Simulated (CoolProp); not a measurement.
Model: reference Helmholtz-energy equation of state, Schroeder 2014, in CoolProp.

Problem. Give the vapour pressure (bar), enthalpy of vaporisation (kJ/kg), liquid cp (kJ/(kg K)), vapour Z of saturated ethanol at 361.2, 387.2, 400.1 K.

Solution. 
| T (K) | p (bar) | enthalpy of vaporisation (kJ/kg) | liquid cp (kJ/(kg K)) | vapour Z |
|---|---|---|---|---|
| 361.2 | 1.46 | 833 | 3.04 | 0.959 |
| 387.2 | 3.56 | 782 | 3.35 | 0.926 |
| 400.1 | 5.25 | 751 | 3.52 | 0.905 |
